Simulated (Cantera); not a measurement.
An isothermal, constant-pressure homogeneous reactor starts with 0.709 % C2H6, 99.3 % N2, at 1650 K and 100.0 Torr.

Detailed kinetics in Cantera: GRI-Mech 3.0 (53 species, 325 reactions). GRI-Mech 3.0 stops at C3 and has no aromatics, soot or wall deposition, so with more carbon than oxygen in the feed, carbon stays in small species such as C2H2 where larger ones or solid carbon would form.

One state of this run: x C2H6 = 0.000183; x H2 = 0.00793; x H = 0.000326; x C2H4 = 0.00288; x CH3 = 0.001000. x: mole fraction; the columns are a selection and need not sum to one.

Q: Which value of t (s) does it belong to?
(A) 1.20
(B) 0.000783
(C) 0.000313
(D) 0.00490

A: B, 0.000783
